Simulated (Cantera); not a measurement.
**Thermodynamics of fluorocarbon and chlorocarbon gases, feed C2F6 + HCl + H2**

Charge: 1 mol C2F6, a varied amount of HCl, 0.26 mol H2, at 1948 K and 0.133 bar.

These are equilibrium values from Cantera (NASA tables, ideal gas, pure condensed phases), not measurements of a reactor. Candidate condensed phases: C, C6H6, C7H8, C8H18; 118 gas species. The feed counts by its element totals alone. Gases not in the tables: C2F6 and larger saturated fluorocarbons. Rates play no part.

```
n(HCl) (mol)  x CF4   x HF   x Cl    x HCl    x Cl2    x CF2  n C(graphite)
------------  -----  -----  -----  -------  -------  -------  -------------
0.36          0.500  0.343  0.122  0.00713  0.00546   0.0139          0.696
0.59          0.415  0.374  0.168   0.0112   0.0104   0.0126          0.749
0.83          0.348  0.398  0.203   0.0151   0.0152   0.0116          0.803
1.1           0.290  0.418  0.233   0.0191   0.0200   0.0106          0.865
1.3           0.256  0.431  0.251   0.0218   0.0231  0.00992          0.910
1.5           0.226  0.441  0.265   0.0243   0.0259  0.00933          0.955
1.8           0.190  0.454  0.283   0.0279   0.0295  0.00854           1.02
2             0.169  0.461  0.293   0.0302   0.0315  0.00807           1.07
2.3           0.143  0.470  0.305   0.0335   0.0343  0.00742           1.13
2.5           0.128  0.475  0.312   0.0356   0.0359  0.00702           1.18
2.7           0.114  0.480  0.318   0.0376   0.0373  0.00664           1.22
```
x: gas mole fraction; n: condensed amount in mol.

From 0.36 mol HCl to 2.7 mol HCl the condensed part is C(graphite). The main C-bearing gas is CF4 throughout. The share of C in condensed phases is highest at 2.7 mol HCl (61.2 %) and lowest at 0.36 mol HCl (34.8 %).
